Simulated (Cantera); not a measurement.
Mixture: 13.4 % CH3OH, 18.2 % O2, 68.5 % N2, at 9.87 atm, adiabatic and at constant volume. Ignition delay is the time to a rise of 400 K.

Cantera simulation using GRI-Mech 3.0 (53 species, 325 reactions); the numbers are that mechanism's predictions, not measurements. GRI-Mech 3.0 was tuned for natural gas; its chemistry of methanol as a main component is partial and can be far from experiment.

Predict: delay at 1323 K; delay at 1423 K; delay at 1523 K; delay at 1623 K; apparent activation energy between 1573 and 1673 K.


| Property | Result |
|---|---|
| delay at 1323 K | 0.218 ms |
| delay at 1423 K | 62.2 µs |
| delay at 1523 K | 21.7 µs |
| delay at 1623 K | 8.98 µs |
| apparent activation energy between 1573 and 1673 K | 180 kJ/mol |
